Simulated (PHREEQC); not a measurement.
Dissolve 0.16 mol/kgw CdSO4, 0.08 mol/kgw NaCl and 0.00061 mol/kgw FeSO4 at 25 °C. Closed to the air; pH follows from the charge balance.

All values are PHREEQC results (ion-association model, phreeqc.dat), not measurements.

Q: The ionic strength comes out as 0.333 mol/kgw. What activity coefficients do Cd(SO4)2-2, Cl-, FeCl+, CdCl3-, SO4-2 get?

A: Cd(SO4)2-2 0.29, Cl- 0.68, FeCl+ 0.73, CdCl3- 0.73, SO4-2 0.24.

This is a speciation only: nothing precipitates in the calculation.
